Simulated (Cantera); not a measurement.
Equilibrium for halide evaporation, hydrolysis and transport: PbI₂ + H₂

A closed system holds: 1 mol PbI₂, a varied amount of H₂, held at 1900 K and 0.750 bar.

Equilibrium computed with Cantera from the NASA thermochemical tables; the gas is ideal and each condensed phase is pure. Candidate condensed phases: I₂, Pb, PbI₂; 10 gas species. The tables' values for PbI₄ are old estimates; treat these amounts as uncertain. Kinetics and transport are ignored.

From 0.2 mol H₂ to 2.6 mol H₂ nothing is condensed. The main Pb-bearing gas is PbI₂ at 0.2 mol H₂ and PbI at 2.6 mol H₂.

```
n(H₂) (mol)  log p H₂  log p I  log p PbI₂  log p PbI  log p HI  log p Pb
-----------  --------  -------  ----------  ---------  --------  --------
0.2             -1.22    -0.64       -0.73      -0.76     -1.35     -1.27
0.29            -1.06    -0.66       -0.77      -0.78     -1.29     -1.27
0.42            -0.91    -0.69       -0.82      -0.80     -1.25     -1.27
0.61            -0.77    -0.72       -0.89      -0.84     -1.21     -1.27
0.88            -0.65    -0.77       -0.98      -0.88     -1.20     -1.27
1.3             -0.54    -0.82       -1.10      -0.95     -1.19     -1.28
1.8             -0.46    -0.87       -1.22      -1.01     -1.21     -1.29
2.6             -0.39    -0.94       -1.38      -1.11     -1.24     -1.32
```
log p: log10 of the partial pressure in bar; nothing condenses.
